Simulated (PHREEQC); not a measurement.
A column of 0.2 m (40 cells, dispersivity 0.007 m, 300 s a shift, diffusion coefficient 3e-10 m²/s) holds 0.083 eq of the database's cation exchanger X per kg of pore water, first in equilibrium with 0.0032 mol Na2SO4 and 1e-05 mol HCl per kg of water. It is flushed with 0.88 mmol/kgw NaCl, 37 mmol/kgw MnCl2, 2.6 mmol/kgw MgSO4 and 0.01 mmol/kgw HCl, at 40 °C. Values are for the last cell. No CO2 enters from the air. Nothing may precipitate in this run.

Base run: PHREEQC, ion-association model, phreeqc.dat. Each further column changes one thing. The table gives Na in solution (mol/kgw).

```
pore volumes      base  exchange capacity from 0.083 to 0.042 eq/kgw  dispersivity from 0.007 to 0.014 m
------------  --------  --------------------------------------------  ----------------------------------
0              0.00640                                       0.00640                             0.00640
0.4625         0.00654                                       0.00654                             0.00806
0.7625          0.0199                                        0.0199                              0.0273
1.212           0.0658                                        0.0658                              0.0625
1.512           0.0769                                        0.0300                              0.0733
1.962           0.0479                                       0.00332                              0.0375
2.263          0.00932                                       0.00133                              0.0144
2.712          0.00161                                      0.000913                             0.00413
3.013          0.00103                                      0.000886                             0.00216
3.462         0.000894                                      0.000880                             0.00120
3.763         0.000883                                      0.000880                             0.00101
4.213         0.000880                                      0.000880                            0.000913
4.513         0.000880                                      0.000880                            0.000893
4.963         0.000880                                      0.000880                            0.000883
```

Constants without temperature data keep their 25 °C values here.
